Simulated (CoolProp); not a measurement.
Model: reference Helmholtz-energy equation of state, Thol 2021, in CoolProp.

Question: Give the vapour pressure (bar), liquid density (kg/m³), vapour density (kg/m³), liquid cp (kJ/(kg K)) of saturated chlorine at 77.95 °C.

Answer: 
```csv
T (°C),p (bar),liquid density (kg/m³),vapour density (kg/m³),liquid cp (kJ/(kg K))
77.95,26.0,1210,83.2,1.15
```
